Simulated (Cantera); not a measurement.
A closed system holds: 1 mol CH3SiCl3, 0.04 mol C2H2, 3.4 mol H2, 0.049 mol C2H4, equilibrated at 1.00 Torr.

Method: chemical equilibrium by Gibbs-energy minimisation in Cantera with the NASA 1993 tables (ideal gas, pure condensed phases). Candidate condensed phases: C, C6H6, C7H8, C8H18, Si, SiC; 109 gas species. The feed counts by its element totals alone. Kinetics and transport are ignored.

Q: What share of the Si ends up in condensed phases as a function of T (K), at 1200, 1250, 1300, 1350, 1400, 1450, 1500, 1550?

A: 
```
T (K)  Si condensed (%)      as
-----  ----------------  ------
1200               95.6  SiC(s)
1250               96.7  SiC(s)
1300               97.0  SiC(s)
1350               96.7  SiC(s)
1400               96.1  SiC(s)
1450               95.3  SiC(s)
1500               94.3  SiC(s)
1550               93.1  SiC(s)
```
